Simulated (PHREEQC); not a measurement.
0.037 g of hydrous ferric oxide (600 m²/g; 0.2 weak and 0.005 strong sites per Fe, Dzombak-Morel constants, diffuse double layer) in 1 kg of water with 0.3 mol/kgw of an inert sodium salt and 1.3e-05 mol/kgw NiCl2 and 1.4e-06 mol/kgw ZnCl2, at 25 °C; the pH is set by adding NaOH or the inert anion's acid. Oxygen alone is held at its pressure in air (log pO2 = -0.68). The system is closed to CO2. Nothing may precipitate in this run.

Equilibrium calculation in PHREEQC: ion-association model, wateq4f.dat.

### Question
Predict Ni sorbed (%), Zn sorbed (%), surface charge σ (C/m²), surface potential ψ (mV) at pH = 5, 6.5, 7.5, 8, 9.

### Answer
```tsv
pH	Ni sorbed (%)	Zn sorbed (%)	surface charge σ (C/m²)	surface potential ψ (mV)
5	0.1	0.2	0.269	110
6.5	8.6	27.6	0.107	66
7.5	42.2	71.7	0.042	32
8	76.7	91.3	0.021	16
9	99.1	98.8	-0.028	-22
```

Along this series the solution becomes supersaturated in solids that the run did not let form, among them Ni(OH)2.
